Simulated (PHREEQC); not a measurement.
A solution holds 0.12 mol CuSO4, 0.0027 mol HCl and 0.0005 mol NaCl per kg of water, at 10 °C. Closed to the air; pH follows from the charge balance.

Computed with PHREEQC (ion-association model, phreeqc.dat).

```
Property                     Result
--------------------  -------------
pH                             3.03
ionic strength        0.251 mol/kgw
specific conductance     7260 µS/cm
density                 1.019 g/cm³
total alkalinity       -2.70 meq/kg
```

```tsv
species	molality	activity	log γ
Cu+2	0.0626	0.0196	-0.504
SO4-2	0.0612	0.0169	-0.559
CuSO4	0.0573	0.0607	0.025
Cl-	0.00312	0.00220	-0.152
HSO4-	0.00152	0.00113	-0.129
H+	0.00118	0.000935	-0.101
Na+	0.000464	0.000345	-0.129
CuCl+	7.59e-5	5.37e-5	-0.151
```

Precipitation was switched off in this run. Away from 25 °C the constants follow the database's enthalpies or fits; those with neither stay at their 25 °C values.
